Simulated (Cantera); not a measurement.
An adiabatic, constant-volume homogeneous reactor starts with C2H4 : O2 : N2 : H2O = 1 : 4.17 : 15.7 : 4.2 (molar parts), equivalence ratio 0.72, at 1248 K and 3.36 atm. Integrator tolerance rtol = 1e-08.

Model: GRI-Mech 3.0 (53 species, 325 reactions), integrated in Cantera. GRI-Mech 3.0 was tuned for natural gas; its chemistry of ethylene as a main component is partial and can be far from experiment.

### Question
What does this change do: 0.23 parts H2 added?

### Answer
```json
[
 {"quantity": "time of steepest temperature rise", "before": "0.258 ms", "after": "0.194 ms"},
 {"quantity": "temperature at 0.500 s", "before": "2622 K", "after": "2650 K"},
 {"quantity": "equilibrium temperature", "before": "2622 K", "after": "2650 K"},
 {"quantity": "x(C2H4) at 0.500 s", "before": "<1e-12 (gas-phase equilibrium <1e-12)", "after": "<1e-12 (gas-phase equilibrium <1e-12)"},
 {"quantity": "x(O2) at 0.500 s", "before": "0.0430 (gas-phase equilibrium 0.0430)", "after": "0.0391 (gas-phase equilibrium 0.0391)"},
 {"quantity": "x(H2O) at 0.500 s", "before": "0.233 (gas-phase equilibrium 0.233)", "after": "0.239 (gas-phase equilibrium 0.239)"},
 {"quantity": "x(N2O) at 0.500 s", "before": "1.49e-6 (gas-phase equilibrium 1.49e-6)", "after": "1.48e-6 (gas-phase equilibrium 1.48e-6)"},
 {"quantity": "x(CH2O) at 0.500 s", "before": "1.10e-10 (gas-phase equilibrium 1.10e-10)", "after": "1.56e-10 (gas-phase equilibrium 1.56e-10)"},
 {"quantity": "x(CH2) at 0.500 s", "before": "<1e-12 (gas-phase equilibrium <1e-12)", "after": "<1e-12 (gas-phase equilibrium <1e-12)"},
 {"quantity": "x(H) at 0.500 s", "before": "0.00104 (gas-phase equilibrium 0.00104)", "after": "0.00128 (gas-phase equilibrium 0.00128)"}
]
```
